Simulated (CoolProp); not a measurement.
Properties of hexamethyldisiloxane (MM) at several states.

Computed with CoolProp (reference Helmholtz-energy equation of state, Thol 2016).

```tsv
T (°C)	p (kPa)	phase	cp (kJ/(kg K))	expansivity (1/kK)
2.85	4890	liquid	1.838	1.253
301.15	18.1	gas	2.178	1.756
274.05	3300	supercritical	3.315	15.16
-31.35	197	liquid	1.774	1.241
33.05	457	liquid	1.920	1.410
```
